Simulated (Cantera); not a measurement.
A Cantera script and what it prints.

```python
import numpy as np
import cantera as ct

gas_names = """
    H H2 N NH NH2 NH3 N2 N2H2 N2H4 Pb Pb2
""".split()
cond_names = """
    Pb(cr) Pb(L)
""".split()


# ... load() reads the species with a 1 bar reference pressure and builds the phases ...
atoms = {
    'Pb': {'Pb': 1},
    'H2': {'H': 2},
    'N2': {'N': 2},
}
top_T = {}  # K; cautious upper limits of use, not melting points


# ... equilibrate(T, P, feed) seeds the gas with the atoms and calls Mixture.equilibrate('TP', solver="vcs", rtol=1e-11, max_steps=5000) ...
results = []
T = 1548  # K
P = 7800  # Pa
for m in [0.85, 2.8, 4.7, 6.6, 8.5, 10, 12, 14, 16, 18]:
    feed = {'Pb': 1, 'H2': 0.041, 'N2': m}  # mol
    mix = equilibrate(T, P, feed)
    results.append((T, P, feed, dict(zip(mix.species_names, mix.species_moles))))

top = {s: max(r[3][s] / sum(r[3][g] for g in gas_names) for r in results) for s in gas_names}
cols = sorted((s for s in top if top[s] > 0.001), key=lambda s: -top[s])[:5]
seen = [c for c in cond_names if any(r[3].get(c, 0) > 1e-12 for r in results)]
print("log10 of partial pressures in bar; condensed amounts in mol")
print(f"{'n(N2)':>10s}" + "".join(f"{s[:9]:>10s}" for s in cols + seen))
for T, P, feed, n in results:
    ng = sum(n[g] for g in gas_names)
    print(f"{feed['N2']:10.4g}" + "".join(f"{np.log10(max(n[s] / ng * P / 1e5, 1e-99)):10.3f}" for s in cols)
          + "".join(f"{n.get(c, 0):10.4g}" for c in seen))
```

Output:

```
log10 of partial pressures in bar; condensed amounts in mol
     n(N2)        N2        Pb        H2     Pb(L)
      0.85    -1.424    -1.415    -2.740    0.1323
       2.8    -1.245    -1.693    -3.080         0
       4.7    -1.195    -1.867    -3.254         0
       6.6    -1.172    -1.991    -3.379         0
       8.5    -1.158    -2.088    -3.475         0
        10    -1.151    -2.151    -3.539         0
        12    -1.144    -2.223    -3.611         0
        14    -1.139    -2.285    -3.673         0
        16    -1.135    -2.339    -3.727         0
        18    -1.132    -2.388    -3.775         0
```

Equilibrium computed with Cantera from the NASA thermochemical tables; the gas is ideal and each condensed phase is pure.
